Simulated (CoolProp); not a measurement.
Model: reference Helmholtz-energy equation of state, Wu 2011, in CoolProp.

Give the vapour pressure (kPa), liquid cp (kJ/(kg K)), surface tension (mN/m) of saturated dimethyl ether at 296.7, 336.7 K.


```
T (K)  p (kPa)  liquid cp (kJ/(kg K))  surface tension (mN/m)
-----  -------  ---------------------  ----------------------
296.7      566                   2.43                    11.5
336.7     1570                   2.74                    6.23
```

Surface tension comes from a separate correlation (Mulero 2012).
